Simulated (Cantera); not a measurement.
What does this Cantera script print?

```python
import numpy as np
import cantera as ct

gas_names = """
    H H2 N NH NH2 NH3 N2 N2H2 N2H4 Si SiH SiH2 SiH3 SiH4 SiN Si2 Si2N Si3
""".split()
cond_names = """
    Si(cr) Si(L) Si3N4(a)
""".split()


def load(file, names, dense=False):
    # The tables refer to 1 bar. Condensed volumes are neglected.
    table = {s.name: s for s in ct.Species.list_from_file(file)}
    out = []
    for n in names:
        d = dict(table[n].input_data)
        d["thermo"] = dict(d["thermo"], **{"reference-pressure": 1e5})
        if dense:
            d["equation-of-state"] = {"model": "constant-volume", "density": "1e6 g/cm^3"}
        out.append(ct.Species.from_dict(d))
    return out


gas = ct.Solution(thermo="ideal-gas", species=load("nasa_gas.yaml", gas_names))
cond = {s.name: ct.Solution(thermo="fixed-stoichiometry", species=[s], name=s.name)
        for s in load("nasa_condensed.yaml", cond_names, dense=True)}
atoms = {
    'SiH4': {'Si': 1, 'H': 4},
    'N2': {'N': 2},
}
top_T = {'Si3N4(a)': 2400}  # K; cautious upper limits of use, not melting points


def equilibrate(T, P, feed):
    n = {}
    for name, mol in feed.items():
        for a, k in atoms[name].items():
            n[a] = n.get(a, 0.0) + k * mol
    gas.TPX = T, P, n
    mass = sum(n.values()) * gas.mean_molecular_weight
    gas.equilibrate("TP")
    valid = [c for c in cond.values() if c.min_temp <= T <= top_T.get(c.name, c.max_temp)]
    mix = ct.Mixture([(gas, mass / gas.mean_molecular_weight)] + [(c, 0.0) for c in valid])
    mix.T, mix.P = T, P
    mix.equilibrate("TP", solver="vcs", rtol=1e-11, max_steps=5000)
    return mix


results = []
feed = {'SiH4': 1, 'N2': 0.21}  # mol
T = 1298  # K
P = 15  # Pa
mix = equilibrate(T, P, feed)
results.append((T, P, feed, dict(zip(mix.species_names, mix.species_moles))))
x = sorted(zip(gas.X, gas.species_names), reverse=True)
print(f"T = {T:g} K  P = {P:g} Pa  gas = {mix.phase_moles(0):.4g} mol")
print("   x: " + "  ".join(f"{s} {v:.3e}" for v, s in x if v > 1e-05))
print("   condensed (mol): " + ("  ".join(f"{mix.phase(i).name} {mix.phase_moles(i):.4g}"
      for i in range(1, mix.n_phases) if mix.phase_moles(i) > 1e-12) or "none"))
```

It prints:

```
T = 1298 K  P = 15 Pa  gas = 2.006 mol
   x: H2 9.968e-01  N2 3.147e-03  H 8.735e-05
   condensed (mol): Si(cr) 0.6945  Si3N4(a) 0.1018
```

Method: chemical equilibrium by Gibbs-energy minimisation in Cantera with the NASA 1993 tables (ideal gas, pure condensed phases). N2 is the only nitrogen source here; it is nearly inert below about 1500 K, so the nitride shown seldom forms there in practice. Mutual solubility and eutectic melting of coexisting phases are not modelled.
